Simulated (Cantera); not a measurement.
A closed system holds: 1 mol SiCl4, 2.2 mol HCl, 16 mol H2, at 577 °C and 11.0 bar.

Equilibrium computed with Cantera from the NASA thermochemical tables; the gas is ideal and each condensed phase is pure. Candidate condensed phases: Si; 19 gas species. The numbers say what is thermodynamically allowed, not how fast it happens.

**Question.** What is the equilibrium state?

**Answer.** 
| Property | Result |
|---|---|
| x(H2) | 0.833 |
| x(HCl) | 0.115 |
| x(SiCl4) | 0.0515 |
| x(SiHCl3) | 0.000617 |
| gas amount | 19.20 mol |
| log10 activity of Si(s) (absent) | -8.01 |
